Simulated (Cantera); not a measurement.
# Ignition delay

Mixture: 7.39 % CH₄, 0.259 % CO, 17.5 % O₂, 66.0 % N₂, 8.87 % CO₂, at 760 Torr, adiabatic and at constant volume. Ignition delay is the time to a rise of 400 K.

Model: GRI-Mech 3.0 (53 species, 325 reactions), integrated in Cantera.

```tsv
T0 (K)	delay (ms)
1125	146
1225	33.3
1325	8.80
1425	2.67
1525	0.942
1625	0.389
1725	0.184
1825	0.0974
```

```json
{
  "apparent activation energy between 1625 and 1825 K": "170 kJ/mol"
}
```
